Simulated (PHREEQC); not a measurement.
Solution (92 °C): 0.02 mol/kgw HCl, 9.3e-05 mol/kgw CaCl2 and 0.03 mol/kgw MgCl2. Closed to the air; pH follows from the charge balance.

Equilibrium calculation in PHREEQC: ion-association model, phreeqc.dat.

| quantity | before | after |
|---|---|---|
| pH | 1.80 | 5.60 |
| MgOH+ (mol/kgw) | 4.27e-10 | 2.86e-6 |

Q: What was changed between the two runs?
A. HCl left out
B. 0.0018 mol/kgw NaHCO3 added
C. diluted 10-fold with water
D. 0.00094 mol/kgw H2SO4 added
E. 0.002 mol/kgw NH3 added

A: A, HCl left out

No solid was allowed to form. At this temperature some constants are extrapolated from 25 °C, and those without enthalpy data are left unchanged.
